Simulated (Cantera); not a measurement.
Input: 1 mol Si, 15 mol HBr, 0.15 mol N₂, equilibrated at 48.0 mbar.

Cantera equilibrium calculation (NASA polynomials, part measured and part estimated; ideal gas, pure solids and liquids). Candidate condensed phases: Br₂, Si, Si₃N₄; 28 gas species. The tables' values for SiBr₃ are old estimates; treat these amounts as uncertain. Equilibrium is a limit: real reactors are often held back by kinetics, nucleation or transport. All values below are at 1127 °C.

Base state: HBr 0.782, H₂ 0.131, SiBr₄ 0.0554, N₂ 0.0104, SiBr₂ 0.00942, Br 0.00723, SiBr₃ 0.00438, SiHBr₃ 0.000406 (mole fractions); condensed: gas only.

Question: What changes in the equilibrium state with this change: pressure from 48.0 mbar to 1.33 mbar?

Answer: 
| species | before | after |
|---|---|---|
| HBr | 0.782 | 0.774 |
| H₂ | 0.131 | 0.102 |
| SiBr₂ | 0.00942 | 0.0505 |
| SiBr₄ | 0.0554 | 0.0103 |
| Br | 0.00723 | 0.0486 |
| N₂ | 0.0104 | 0.00978 |
| SiHBr₃ | 0.000406 | 5.97e-5 |
| H | 8.03e-6 | 4.26e-5 |
| Br₂ | 8.76e-5 | 0.000110 |
